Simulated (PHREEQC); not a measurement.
1 kg of water holding 0.25 mol NaCl, 0.057 mol KCl, 0.016 mol Na2CO3, 0.54 mol Na2SO4 and 0.011 mol Na2B4O7 is evaporated at 25 °C; the solids stay in contact with the brine. The system is closed to CO2. Solids allowed: Arcanite, Burkeite, Glaserite, Halite, Kalicinite, Mirabilite, Misenite, Nahcolite, Natron, Sylvite, Thenardite, Trona, Borax, Boric_acid,s, KB5O8:4H2O, K2B4O7:4H2O, NaBO2:4H2O, NaB5O8:5H2O, Teepleite. Others were left out.

Equilibrium calculation in PHREEQC: Pitzer model, pitzer.dat.

```csv
water left (kg),ionic strength,water activity,Thenardite (mol)
1,1.99,0.969,0
0.8219,2.42,0.963,0
0.6756,2.94,0.955,0
0.5553,3.58,0.946,0
0.4564,4.36,0.934,0
0.3752,5.30,0.919,0
0.3085,6.45,0.900,0
0.232,7.03,0.883,0
0.1655,7.70,0.857,0
0.1134,9.03,0.810,0
0.1102,9.17,0.805,0.156
0.1102,9.17,0.805,0.295
0.09511,9.02,0.794,0.376
0.07806,8.88,0.775,0.430
0.06407,8.87,0.749,0.471
0.05259,9.07,0.721,0.497
0.04314,9.19,0.720,0.498
0.03539,9.34,0.718,0.499
0.02902,9.51,0.717,0.500
0.02377,9.67,0.715,0.499
0.01946,9.67,0.715,0.493
0.01593,9.67,0.715,0.489
0.01301,9.67,0.715,0.486
```

Mirabilite from water left = 0.232 kg (pH 9.25), last present at water left = 0.1102 kg; Borax from water left = 0.1134 kg (pH 9.35); Thenardite from water left = 0.1102 kg (pH 9.36); Halite from water left = 0.05259 kg (pH 9.49); Glaserite from water left = 0.04314 kg (pH 9.56); Burkeite from water left = 0.02377 kg (pH 9.78).
